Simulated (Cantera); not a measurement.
Standard-state values (1 bar) from the NASA 1993 polynomials, evaluated with Cantera. Values are per mole of reaction as written; species without (g) are pure solids or liquids, kept so even where they would boil at 1 bar.

3 SiH2(g) ⇌ 2 SiH3(g) + Si, with ΔH° = -317.4 kJ and ΔS° = -170.9 J/K at 300 K.

### Question
How far is the shortcut ΔG° ≈ ΔH°(300 K) − T·ΔS°(300 K) from the full temperature-dependent value at 950, 1000, 1050, 1100, 1150 K?

### Answer
| T (K) | shortcut (kJ) | full (kJ) | difference (kJ) | difference in log10 K |
|---|---|---|---|---|
| 950 | -155.0 | -151.1 | -3.9 | 0.22 |
| 1000 | -146.5 | -142.0 | -4.5 | 0.24 |
| 1050 | -137.9 | -132.8 | -5.1 | 0.25 |
| 1100 | -129.4 | -123.7 | -5.7 | 0.27 |
| 1150 | -120.8 | -114.5 | -6.3 | 0.29 |
The shortcut ignores the heat-capacity change of the reaction.
